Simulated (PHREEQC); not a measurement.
Reverse-osmosis permeate: speciation

Model water analysis in mg/kgw, 25 °C, pH 6.62, pe 8.8:

```json
[
 {"constituent": "Na", "mg/kgw": "6.15"},
 {"constituent": "K", "mg/kgw": "6.56"},
 {"constituent": "Ca", "mg/kgw": "3.2"},
 {"constituent": "Mg", "mg/kgw": "0.824"},
 {"constituent": "Cl", "mg/kgw": "3.67"},
 {"constituent": "S(6) as SO4", "mg/kgw": "17.8"},
 {"constituent": "Alkalinity as HCO3", "mg/kgw": "12.6"},
 {"constituent": "Zn", "mg/kgw": "0.00809"},
 {"constituent": "Cu(2)", "mg/kgw": "0.232"},
 {"constituent": "Pb", "mg/kgw": "0.693"}
]
```

Na is adjusted to close the charge balance.
Valence states are taken as typed.

Computed with PHREEQC (ion-association model, wateq4f.dat).

Each row changes one thing in this solution. No solid was allowed to form.

```
case                                         CO2 (mol/kgw)  Cu+2 (mol/kgw)  Pb+2 (mol/kgw)  Cu(OH)2 (mol/kgw)  PbOH+ (mol/kgw)  CuOH+ (mol/kgw)  SI of Cerrusite (PbCO3)  SI of Tenorite (CuO)
-------------------------------------------  -------------  --------------  --------------  -----------------  ---------------  ---------------  -----------------------  --------------------
as made                                           0.000105         2.21e-6         1.79e-6            6.99e-7          1.31e-7          8.32e-8                    -0.10                 -0.10
pH from 6.62 to 7.12 at the same alkalinity        3.23e-5               …         1.04e-6            2.33e-6          2.40e-7          8.77e-8                    +0.15                 +0.43
K from 6.56 to 3.28 mg/kgw                        0.000105         2.21e-6         1.79e-6            6.99e-7          1.31e-7          8.32e-8                    -0.10                 -0.10
pH from 6.62 to 6.92 at the same alkalinity        5.18e-5               …               …                  …          1.96e-7          9.77e-8                    +0.07                 +0.27
```

Some entries are withheld; supply them.


- pH from 6.62 to 7.12 at the same alkalinity, Cu+2 (mol/kgw): 7.37e-7
- pH from 6.62 to 6.92 at the same alkalinity, Cu+2 (mol/kgw): 1.30e-6
- pH from 6.62 to 6.92 at the same alkalinity, Pb+2 (mol/kgw): 1.34e-6
- pH from 6.62 to 6.92 at the same alkalinity, Cu(OH)2 (mol/kgw): 1.64e-6

Some of these states are supersaturated (in Cerrusite, Malachite, Tenorite (slow to form), for instance). The database's constant for dissolved Cu(OH)2 is higher than later reviews accept.
